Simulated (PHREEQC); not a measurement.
A made-up water analysis in mg/L, 25 °C, pH 3.58, pe 11.1:

```tsv
constituent	mg/L
Na	426
K	1.55
Ca	209
Mg	19.2
Cl	126
S(6) as SO4	1360
N(5) as NO3	1.97
Si as SiO2	1.42
Zn	3.09
```

Valence states are taken as typed.

Computed with PHREEQC (ion-association model, wateq4f.dat).

```csv
quantity,before,after
ionic strength (mol/kgw),0.0419,0.0535
SO4-2 (mol/kgw),0.0114,0.00912
Ca+2 (mol/kgw),0.00339,0.0114
Mg+2 (mol/kgw),0.000481,0.000544
HSO4- (mol/kgw),0.000170,0.000129
Zn+2 (mol/kgw),2.77e-5,3.18e-5
SI of Gypsum (CaSO4:2H2O),-0.45,-0.08
SI of Quartz (SiO2),-0.64,-0.64
```

**Question.** What was changed between the two runs?
A) Si from 1.42 to 0.71 mg/L
B) Ca from 209 to 627 mg/L
C) temperature from 25 to 70 °C at the same typed pH

**Answer.** B, Ca from 209 to 627 mg/L

Precipitation was switched off in this run.
